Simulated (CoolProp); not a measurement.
Vapour-liquid equilibrium of R125 (1) + R134a (2) at 32.4 kPa; x and y are mole fractions of (1).

Computed with CoolProp (multi-fluid Helmholtz-energy mixture model, Lemmon 2005 and Tillner-Roth 1994; pair parameters Lemmon 2004).

| x | bubble temperature (°C) | y at the bubble point | dew temperature at overall composition x (°C) | liquid density (mol/L) |
|---|---|---|---|---|
| 0.05 | -50.2 | 0.144 | -49.0 | 14.10 |
| 0.2 | -54.8 | 0.451 | -51.0 | 14.00 |
| 0.35 | -58.5 | 0.644 | -53.2 | 13.88 |
| 0.5 | -61.6 | 0.773 | -55.7 | 13.74 |
| 0.65 | -64.1 | 0.864 | -58.7 | 13.59 |
| 0.8 | -66.3 | 0.932 | -62.3 | 13.43 |
| 0.95 | -68.2 | 0.985 | -66.9 | 13.27 |

No azeotrope shows between x = 0.05 and 0.95.

The pair parameters rest on a limited set of measurements; away from them the model extrapolates.
